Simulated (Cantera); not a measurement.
An isothermal, constant-pressure homogeneous reactor starts with 1.77 % H₂, 98.2 % O₂, at 975 K and 0.00987 atm.

Computed with Cantera and GRI-Mech 3.0 (53 species, 325 reactions). Radical loss at walls, strong at low pressure, is not modelled.

x: mole fraction; the columns are a selection and need not sum to one.

```json
[
 {"t (s)": "0.000900", "x H₂": "0.0177", "x O₂": "0.982", "x O": "6.20e-11", "x H₂O": "3.76e-11", "x H₂O₂": "<1e-12"},
 {"t (s)": "0.00181", "x H₂": "0.0177", "x O₂": "0.982", "x O": "2.57e-10", "x H₂O": "2.36e-10", "x H₂O₂": "<1e-12"},
 {"t (s)": "0.00366", "x H₂": "0.0177", "x O₂": "0.982", "x O": "1.99e-9", "x H₂O": "2.38e-9", "x H₂O₂": "<1e-12"},
 {"t (s)": "0.00738", "x H₂": "0.0177", "x O₂": "0.982", "x O": "___", "x H₂O": "___", "x H₂O₂": "<1e-12"},
 {"t (s)": "0.0149", "x H₂": "0.0175", "x O₂": "0.982", "x O": "0.000126", "x H₂O": "0.000166", "x H₂O₂": "7.11e-10"},
 {"t (s)": "0.0300", "x H₂": "___", "x O₂": "0.972", "x O": "___", "x H₂O": "___", "x H₂O₂": "___"},
 {"t (s)": "0.0605", "x H₂": "0.000109", "x O₂": "0.976", "x O": "0.00568", "x H₂O": "0.0171", "x H₂O₂": "2.63e-8"},
 {"t (s)": "0.122", "x H₂": "4.58e-5", "x O₂": "0.979", "x O": "0.00268", "x H₂O": "0.0175", "x H₂O₂": "2.38e-8"},
 {"t (s)": "0.246", "x H₂": "1.60e-5", "x O₂": "0.981", "x O": "0.000976", "x H₂O": "0.0177", "x H₂O₂": "2.20e-8"},
 {"t (s)": "0.496", "x H₂": "4.65e-6", "x O₂": "0.982", "x O": "0.000296", "x H₂O": "0.0178", "x H₂O₂": "1.90e-8"},
 {"t (s)": "1.00", "x H₂": "1.22e-6", "x O₂": "0.982", "x O": "8.24e-5", "x H₂O": "0.0178", "x H₂O₂": "1.46e-8"}
]
```

### Question
Some entries are withheld; supply them.

### Answer

- 0.00738, x O: 8.06e-8
- 0.00738, x H₂O: 1.05e-7
- 0.0300, x H₂: 0.000691
- 0.0300, x O: 0.00832
- 0.0300, x H₂O: 0.0154
- 0.0300, x H₂O₂: 6.63e-8
